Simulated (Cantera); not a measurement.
Input (Python, Cantera):

```python
import numpy as np
import cantera as ct

gas = ct.Solution("h2o2.yaml")
gas.TPX = 1750, 100000, {'H2': 1, 'O2': 0.227, 'N2': 2.16, 'H2O': 1}
reactor = ct.IdealGasReactor(gas, energy="on", clone=False)
net = ct.ReactorNet([reactor])
net.rtol, net.atol = 1e-08, 1e-16
show = ['H2', 'O2', 'H2O', 'OH', 'H', 'H2O2', 'O']
times = np.geomspace(6e-06, 0.2, 11)

steps = ct.SolutionArray(gas, extra=["t"])
rows = []
print(f"{'t/s':>10s}{'T/K':>9s}{'P/Pa':>11s}" + "".join(f"{s:>11s}" for s in show))
for t in times:
    while net.time < t:
        t_next = net.step()
        steps.append(gas.state, t=t_next)
    rows.append([np.interp(t, steps.t, y) for y in (steps.T, steps.P, *steps(*show).X.T)])
    print(f"{t:10.3e}{rows[-1][0]:9.1f}{rows[-1][1]:11.4g}" + "".join(f"{x:11.3e}" for x in rows[-1][2:]))
rate = np.gradient(steps.T, steps.t)
print("integrator steps:", len(steps.t))
if steps.T.max() > steps.T[0] + 200:
    print(f"time of steepest temperature rise: {steps.t[rate.argmax()]:.4e} s")
gas.TPX = 1750, 100000, {'H2': 1, 'O2': 0.227, 'N2': 2.16, 'H2O': 1}
gas.equilibrate("UV")
print(f"equilibrium (UV): T = {gas.T:.1f} K  " + "  ".join(f"{s} {gas[s].X[0]:.3e}" for s in show))
```

Output:

```
       t/s      T/K       P/Pa         H2         O2        H2O         OH          H       H2O2          O
 6.000e-06   1750.0      1e+05  2.277e-01  5.166e-02  2.281e-01  1.815e-05  1.271e-04  3.515e-07  8.608e-06
 1.700e-05   1842.7  1.049e+05  1.285e-01  1.099e-02  2.962e-01  1.033e-02  5.563e-02  7.263e-07  4.188e-03
 4.816e-05   2121.3  1.185e+05  1.230e-01  2.854e-03  3.190e-01  1.183e-02  3.703e-02  2.849e-07  2.534e-03
 1.365e-04   2338.4  1.286e+05  1.268e-01  8.805e-04  3.337e-01  8.079e-03  1.812e-02  1.171e-07  7.823e-04
 3.866e-04   2445.1  1.334e+05  1.288e-01  2.345e-04  3.417e-01  4.589e-03  8.921e-03  4.686e-08  2.110e-04
 1.095e-03   2468.4  1.345e+05  1.293e-01  1.404e-04  3.435e-01  3.647e-03  6.885e-03  3.124e-08  1.283e-04
 3.104e-03   2468.9  1.345e+05  1.293e-01  1.385e-04  3.436e-01  3.624e-03  6.838e-03  3.090e-08  1.267e-04
 8.794e-03   2468.9  1.345e+05  1.293e-01  1.385e-04  3.436e-01  3.624e-03  6.838e-03  3.090e-08  1.267e-04
 2.491e-02   2468.9  1.345e+05  1.293e-01  1.385e-04  3.436e-01  3.624e-03  6.838e-03  3.090e-08  1.267e-04
 7.059e-02   2468.9  1.345e+05  1.293e-01  1.385e-04  3.436e-01  3.624e-03  6.838e-03  3.090e-08  1.267e-04
 2.000e-01   2468.9  1.345e+05  1.293e-01  1.385e-04  3.436e-01  3.624e-03  6.838e-03  3.090e-08  1.267e-04
integrator steps: 1137
time of steepest temperature rise: 1.5239e-05 s
equilibrium (UV): T = 2468.9 K  H2 1.293e-01  O2 1.385e-04  H2O 3.436e-01  OH 3.624e-03  H 6.838e-03  H2O2 3.090e-08  O 1.267e-04
```

Computed with Cantera and the H2/O2 subset of GRI-Mech 3.0, which has no nitrogen chemistry.
